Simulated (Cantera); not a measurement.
Feed: 1 mol SiH4, 0.0074 mol C3H8, 3.4 mol H2, at 2023 K and 0.133 bar.

Method: chemical equilibrium by Gibbs-energy minimisation in Cantera with the NASA 1993 tables (ideal gas, pure condensed phases). Candidate condensed phases: C, C6H6, C7H8, C8H18, Si, SiC; 87 gas species. Mutual solubility and eutectic melting of coexisting phases are not modelled. Gases not in the tables: Si2H6 and higher silanes. Rates play no part.

Base state: H2 0.994, H 0.00519, Si 0.000427, SiH2 0.000120, SiH 9.99e-5, Si2C 1.29e-5 (mole fractions); condensed: Si(l) + SiC(s).

What changes in the equilibrium state with this change: temperature from 2023 K to 1448.15 K?


```csv
species,before,after
H2,0.994,1.000
H,0.00519,2.53e-5
SiH2,0.000120,7.50e-7
Si,0.000427,2.20e-8
Si2C,1.29e-5,<1e-9
SiH,9.99e-5,3.22e-8
"Si(l), mol",0.974,0
"SiC(s), mol",0.0221,0.0222
"Si(s), mol",0,0.978
```
